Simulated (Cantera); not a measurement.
A freely propagating, adiabatic, planar premixed flame of CO : H2 : CH4 : O2 : N2 = 1 : 0.67 : 1.5 : 3.95 : 13 (molar parts), unburnt at 498 K and 728 Torr; mixture-averaged transport, grid criteria slope 0.08 and curve 0.16, no radiation.

Computed with Cantera and GRI-Mech 3.0 (53 species, 325 reactions). Burning velocities carry a grid error of a few per cent, more on coarse grids.

Problem. What does this change do: inlet temperature 498 to 673 K?

Solution. 
```
quantity                    before     after
------------------------  --------  --------
laminar burning velocity  151 cm/s  263 cm/s
thermal thickness         0.291 mm  0.264 mm
peak x(HCN)                1.48e-6   1.85e-6
peak x(CH2)                4.57e-5   5.95e-5
peak x(C2H2)               3.65e-5   5.18e-5
```

Problem. What does this change do: inlet temperature 498 to 373 K?

Solution. 
```csv
quantity,before,after
laminar burning velocity,151 cm/s,93.2 cm/s
thermal thickness,0.291 mm,0.315 mm
peak x(HCN),1.48e-6,1.27e-6
peak x(CH2),4.57e-5,3.77e-5
peak x(C2H2),3.65e-5,2.87e-5
```

Problem. What does this change do: CH4 1.5 to 1.9 parts?

Solution. 
```
quantity                    before     after
------------------------  --------  --------
laminar burning velocity  151 cm/s  148 cm/s
thermal thickness         0.291 mm  0.279 mm
peak x(HCN)                1.48e-6   5.67e-6
peak x(CH2)                4.57e-5   8.10e-5
peak x(C2H2)               3.65e-5  0.000168
```
